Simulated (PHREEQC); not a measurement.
Synthetic water in mg/L, 85 °C, pH 6.29, pe 12.7:

| constituent | mg/L |
|---|---|
| Na | 0.0175 |
| K | 0.00226 |
| Ca | 0.0431 |
| Mg | 0.0171 |
| Cl | 0.083 |
| S(6) as SO4 | 0.0569 |
| Alkalinity as HCO3 | 0.059 |
| Cd | 0.00114 |
| N(5) as NO3 | 5.04e-05 |
| Cu(2) | 0.000108 |
| O(0) (dissolved oxygen) | 9.08e-05 |
| Li | 0.000129 |

Valence states are taken as typed.

All values are PHREEQC results (ion-association model, phreeqc.dat), not measurements.

This is a speciation only: nothing precipitates in the calculation.

Estimate the charge-balance error.

charge-balance error -0.8 %.

In which forms is Cu present?

Cu+2 91 %, Cu(OH)2 7.1 %, CuOH+ 1.8 % of the Cu.

At this temperature some constants are extrapolated from 25 °C, and those without enthalpy data are left unchanged.
